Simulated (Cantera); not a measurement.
Charge: 1 mol Si, 0.011 mol CO2, 65 mol H2, held at 1200 K and 0.0128 Torr.

These are equilibrium values from Cantera (NASA tables, ideal gas, pure condensed phases), not measurements of a reactor. Candidate condensed phases: C, C6H6, C7H8, C8H18, H2O, Si, SiC, SiO2; 123 gas species. Mutual solubility and eutectic melting of coexisting phases are not modelled. Rates play no part.

**Question.** What is the equilibrium state?

**Answer.** 
```json
{
 "x(H2)": "1.000",
 "x(SiO)": "0.000336",
 "x(H)": "4.79e-5",
 "x(CO)": "2.36e-6",
 "n(Si(s))": "0.967 mol",
 "n(SiC(s))": "0.0108 mol",
 "gas_amount": "65.02 mol",
 "log10 activity of C(graphite) (absent)": "-2.77"
}
```
